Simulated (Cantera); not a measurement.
What does this Cantera script print?

```python
import numpy as np
import cantera as ct

gas_names = """
    H H2 N NH NH2 NH3 N2 N2H2 N2H4 Si SiH SiH2 SiH3 SiH4 SiN Si2 Si2N Si3
""".split()
cond_names = """
    Si(cr) Si(L) Si3N4(a)
""".split()


# ... load() reads the species with a 1 bar reference pressure and builds the phases ...
atoms = {
    'Si2H6': {'Si': 2, 'H': 6},
    'N2': {'N': 2},
}
top_T = {'Si3N4(a)': 2400}  # K; cautious upper limits of use, not melting points


# ... equilibrate(T, P, feed) seeds the gas with the atoms and calls Mixture.equilibrate('TP', solver="vcs", rtol=1e-11, max_steps=5000) ...
results = []
feed = {'Si2H6': 1, 'N2': 12}  # mol
T = 1648  # K
P = 10000  # Pa
mix = equilibrate(T, P, feed)
results.append((T, P, feed, dict(zip(mix.species_names, mix.species_moles))))
x = sorted(zip(gas.X, gas.species_names), reverse=True)
print(f"T = {T:g} K  P = {P:g} Pa  gas = {mix.phase_moles(0):.4g} mol")
print("   x: " + "  ".join(f"{s} {v:.3e}" for v, s in x if v > 1e-06))
print("   condensed (mol): " + ("  ".join(f"{mix.phase(i).name} {mix.phase_moles(i):.4g}"
      for i in range(1, mix.n_phases) if mix.phase_moles(i) > 1e-12) or "none"))
```

It prints:

```
T = 1648 K  P = 10000 Pa  gas = 13.67 mol
   x: N2 7.804e-01  H2 2.194e-01  H 1.319e-04
   condensed (mol): Si3N4(a) 0.6667
```

Cantera equilibrium calculation (NASA polynomials, part measured and part estimated; ideal gas, pure solids and liquids). The feed counts by its element totals alone.
